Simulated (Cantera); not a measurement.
A Cantera script and what it prints.

```python
import numpy as np
import cantera as ct

gas_names = [...]  # 123 gases of nasa_gas.yaml made of C, H, O, Si
cond_names = """
    C(gr) C6H6(L) C7H8(L) C8H18(L),n-octa H2O(s) H2O(L) Si(cr) Si(L) SiC(b) SiO2(Lqz) SiO2(hqz) SiO2(L)
""".split()


# ... load() reads the species with a 1 bar reference pressure and builds the phases ...
atoms = {
    'HMDSO': {'Si': 2, 'C': 6, 'H': 18, 'O': 1},
    'CO2': {'C': 1, 'O': 2},
    'H2': {'H': 2},
}
top_T = {'C(gr)': 4500, 'SiC(b)': 3050}  # K; cautious upper limits of use, not melting points


# ... equilibrate(T, P, feed) seeds the gas with the atoms and calls Mixture.equilibrate('TP', solver="vcs", rtol=1e-11, max_steps=5000) ...
results = []
feed = {'HMDSO': 1, 'CO2': 1.1, 'H2': 6.8}  # mol
T = 1148  # K
P = 1300  # Pa
mix = equilibrate(T, P, feed)
results.append((T, P, feed, dict(zip(mix.species_names, mix.species_moles))))
print(gas.report(threshold=0.001))
for i in range(1, mix.n_phases):
    print(f"{mix.phase(i).name:16s} {mix.phase_moles(i):12.5e} mol")
```

Result:

```
       temperature   1148 K
          pressure   1300 Pa
           density   0.00027892 kg/m^3
  mean mol. weight   2.0479 kg/kmol
   phase of matter   gas

                          1 kg             1 kmol
                     ---------------   ---------------
          enthalpy        1.2242e+07        2.5071e+07  J
   internal energy        7.5814e+06        1.5526e+07  J
           entropy        1.0095e+05        2.0675e+05  J/K
    Gibbs function       -1.0365e+08       -2.1227e+08  J
 heat capacity c_p             15075             30873  J/K
 heat capacity c_v             11015             22558  J/K

                      mass frac. Y      mole frac. X     chem. pot. / RT
                     ---------------   ---------------   ---------------
                CO          0.014516         0.0010613           -48.744
                H2           0.98305           0.99863           -22.204
     [ +121 minor]         0.0024296        0.00031009

C(gr)             6.66995e+00 mol
Si(cr)            0.00000e+00 mol
SiC(b)            4.08394e-01 mol
SiO2(hqz)         1.59160e+00 mol
```

Method: chemical equilibrium by Gibbs-energy minimisation in Cantera with the NASA 1993 tables (ideal gas, pure condensed phases). The feed counts by its element totals alone. Mutual solubility and eutectic melting of coexisting phases are not modelled. The tables hold silica as quartz up to 1696 K and as liquid above; real silica turns to tridymite and cristobalite and melts near 1996 K.
